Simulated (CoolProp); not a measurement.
Normal hydrogen along the isotherm -244.65 °C: fugacity coefficient from the reference equation and from simpler models built on Tc = -240.0 °C, pc = 1296 kPa, ω = -0.219; each cubic takes its own stable root.

Computed with CoolProp (reference Helmholtz-energy equation of state, Leachman 2009).

| p (kPa) | phase | reference |
|---|---|---|
| 41 | gas | 0.9849 |
| 61.8 | gas | 0.9772 |
| 93.3 | gas | 0.9657 |
| 141 | gas | 0.9482 |
| 212 | gas | 0.9223 |
| 320 | gas | 0.8829 |
| 483 | gas | 0.8231 |
| 729 | liquid | 0.6706 |
| 1100 | liquid | 0.4687 |
| 1660 | liquid | 0.3357 |
| 2500 | liquid | 0.2497 |
| 3780 | liquid | 0.1951 |
| 5700 | liquid | 0.1646 |
| 8590 | liquid | 0.1544 |
| 13000 | liquid | 0.1689 |

Question: How far does each simpler model (van der Waals, Soave-Redlich-Kwong) lie from the reference over these 15 states: mean and median of the absolute difference, and the worst?

Answer: 
- van der Waals: mean 13.9 %, median 9.5 %, worst +60.0 % at -244.65 °C and 13000 kPa
- Soave-Redlich-Kwong: mean 1.0 %, median 0.2 %, worst -5.6 % at -244.65 °C and 13000 kPa
